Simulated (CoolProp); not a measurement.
Vapour-liquid equilibrium of CHF3 (R23) (1) + R125 (2) at -14.35 °C; x and y are mole fractions of (1).

The numbers come from the multi-fluid Helmholtz-energy mixture model, Penoncello 2003 and Lemmon 2005; pair parameters Bell 2016 in CoolProp.

```csv
x,bubble pressure (bar),y at the bubble point,dew pressure at overall composition x (bar),liquid density (mol/L)
0.05,4.664,0.142,…,…
0.125,5.473,0.310,…,12.00
0.2,6.315,0.440,4.914,12.29
0.275,7.182,0.543,5.281,…
0.35,8.072,0.626,5.706,12.92
0.425,8.979,0.694,6.203,13.25
0.5,9.902,0.752,6.793,13.59
0.575,10.84,0.802,…,13.94
0.65,11.80,0.845,8.370,14.30
0.725,12.77,0.883,9.447,14.68
0.8,13.77,…,…,15.07
0.875,14.79,0.950,12.55,15.48
0.95,15.86,0.981,14.79,15.90
```

**Question.** Fill in the missing entries.

**Answer.** 
- 0.05, dew pressure at overall composition x (bar): 4.314
- 0.05, liquid density (mol/L): 11.71
- 0.125, dew pressure at overall composition x (bar): 4.595
- 0.275, liquid density (mol/L): 12.60
- 0.575, dew pressure at overall composition x (bar): 7.503
- 0.8, y at the bubble point: 0.918
- 0.8, dew pressure at overall composition x (bar): 10.81

No azeotrope shows between x = 0.05 and 0.95.

The pair parameters rest on a limited set of measurements; away from them the model extrapolates.
